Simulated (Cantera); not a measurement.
Input: 1 mol Si₃N₄, 0.018 mol H₂O, 1.1 mol N₂, 1.9 mol O₂, held at 13.3 mbar.

Equilibrium computed with Cantera from the NASA thermochemical tables; the gas is ideal and each condensed phase is pure. Candidate condensed phases: H₂O, Si, SiO₂, Si₂N₂O, Si₃N₄; 35 gas species. Mutual solubility and eutectic melting of coexisting phases are not modelled. The tables hold silica as quartz up to 1696 K and as liquid above; real silica turns to tridymite and cristobalite and melts near 1996 K. Kinetics and transport are ignored.

x: gas mole fraction; n: condensed amount in mol.

```
T (K)   x N₂    x SiO     x H₂       x H    x H₂O    x SiO₂  n SiO₂(β-quartz)  n Si₂N₂O(s)  n SiO₂(condensed)
-----  -----  -------  -------  --------  -------  --------  ----------------  -----------  -----------------
1525   0.991  0.00136  0.00751   1.77e-5  1.44e-6  3.49e-10              1.54        0.726                  0
1575   0.988  0.00478  0.00746   3.11e-5  1.58e-6   1.53e-9              1.54        0.724                  0
1625   0.977   0.0155  0.00735   5.24e-5  1.70e-6   6.12e-9              1.53        0.715                  0
1675   0.946   0.0472  0.00701   8.42e-5  1.75e-6   2.25e-8              1.51        0.687                  0
1725   0.857    0.137  0.00609  0.000126  1.58e-6   7.59e-8                 0        0.594               1.41
1775   0.587    0.410  0.00334       [?]      [?]   2.37e-7                 0          [?]              0.826
1825   0.585    0.412  0.00328       [?]      [?]   6.93e-7                 0            0              0.818
1875   0.585    0.412  0.00323  0.000323  5.24e-6   1.91e-6                 0            0              0.818
1925   0.585    0.412  0.00315  0.000465  1.22e-5   4.99e-6                 0            0              0.818
```

**Question.** Fill in the missing entries.

**Answer.** 
- 1775, x H: 0.000145
- 1775, x H₂O: 8.19e-7
- 1775, n Si₂N₂O(s): 0.00788
- 1825, x H: 0.000219
- 1825, x H₂O: 2.12e-6
